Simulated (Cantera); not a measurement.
An isothermal, constant-pressure homogeneous reactor starts with 0.705 % CO, 5.50 % O2, 7.82 % H2O, 86.0 % N2, equivalence ratio 0.064, at 1175 K and 990000 Pa.

Cantera simulation using GRI-Mech 3.0 (53 species, 325 reactions); the numbers are that mechanism's predictions, not measurements.

x: mole fraction; the columns are a selection and need not sum to one.

```
t (s)           x CO    x O2   x H2O       x CO2       x N2O         x O
--------  ----------  ------  ------  ----------  ----------  ----------
0.000100     0.00705  0.0550  0.0782     6.61e-8    4.27e-12     2.18e-9
0.000286     0.00705  0.0550  0.0782     4.00e-7    1.96e-11     3.92e-9
0.000818     0.00704  0.0550  0.0782     5.05e-6    1.79e-10     2.07e-8
0.00234      0.00685  0.0549  0.0782  (withheld)  (withheld)  (withheld)
0.00669      0.00590  0.0545  0.0783     0.00115     3.35e-8     2.00e-7
0.0191       0.00408  0.0536  0.0783     0.00298     9.04e-8     1.23e-7
0.0548       0.00189  0.0526  0.0784     0.00518     1.65e-7     4.42e-8
0.157       0.000521  0.0519  0.0785     0.00655     2.07e-7     8.89e-9
0.448     (withheld)  0.0517  0.0785     0.00701  (withheld)  (withheld)
1.28         2.10e-8  0.0517  0.0785     0.00707     5.99e-8    9.69e-10
3.67        9.52e-11  0.0517  0.0785     0.00707     2.10e-8     1.06e-9
10.5        9.52e-11  0.0517  0.0785     0.00707     1.97e-8     1.06e-9
30.0        9.52e-11  0.0517  0.0785     0.00707     1.97e-8     1.06e-9
```

### Question
Fill in the missing entries.

### Answer

- 0.00234, x CO2: 0.000205
- 0.00234, x N2O: 6.02e-9
- 0.00234, x O: 2.27e-7
- 0.448, x CO: 6.32e-5
- 0.448, x N2O: 1.68e-7
- 0.448, x O: 1.09e-9
